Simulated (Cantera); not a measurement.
An isothermal, constant-pressure homogeneous reactor starts with 19.1 % H2, 54.6 % O2, 26.2 % N2, equivalence ratio 0.17, at 1250 K and 0.0200 bar.

Cantera simulation using GRI-Mech 3.0 (53 species, 325 reactions); the numbers are that mechanism's predictions, not measurements. Radical loss at walls, strong at low pressure, is not modelled. The temperature is held fixed by assumption; the heat of reaction is taken as removed at once.

x: mole fraction; the columns are a selection and need not sum to one.

```json
[
 {"t (s)": "0.000200", "x H2": "0.191", "x O2": "0.546", "x NO": "<1e-12", "x O": "3.01e-7", "x N2O": "<1e-12"},
 {"t (s)": "0.000557", "x H2": "0.189", "x O2": "0.545", "x NO": "<1e-12", "x O": "0.000467", "x N2O": "1.70e-12"},
 {"t (s)": "0.00155", "x H2": "0.0106", "x O2": "0.444", "x NO": "4.22e-7", "x O": "0.0608", "x N2O": "1.97e-9"},
 {"t (s)": "0.00431", "x H2": "0.00848", "x O2": "0.458", "x NO": "1.63e-6", "x O": "0.0449", "x N2O": "2.84e-9"},
 {"t (s)": "0.0120", "x H2": "0.00406", "x O2": "0.481", "x NO": "2.66e-6", "x O": "0.0193", "x N2O": "4.33e-9"},
 {"t (s)": "0.0334", "x H2": "0.000719", "x O2": "0.495", "x NO": "2.87e-6", "x O": "0.00326", "x N2O": "7.62e-9"},
 {"t (s)": "0.0928", "x H2": "8.22e-5", "x O2": "0.498", "x NO": "2.89e-6", "x O": "0.000373", "x N2O": "1.06e-8"},
 {"t (s)": "0.258", "x H2": "(withheld)", "x O2": "0.498", "x NO": "2.89e-6", "x O": "(withheld)", "x N2O": "1.21e-8"},
 {"t (s)": "0.719", "x H2": "(withheld)", "x O2": "0.498", "x NO": "2.89e-6", "x O": "(withheld)", "x N2O": "1.27e-8"},
 {"t (s)": "2.00", "x H2": "7.24e-7", "x O2": "0.498", "x NO": "2.89e-6", "x O": "3.41e-6", "x N2O": "1.28e-8"}
]
```

Q: Fill in the missing entries.

A: 
- 0.258, x H2: 1.26e-5
- 0.258, x O: 5.78e-5
- 0.719, x H2: 2.70e-6
- 0.719, x O: 1.26e-5
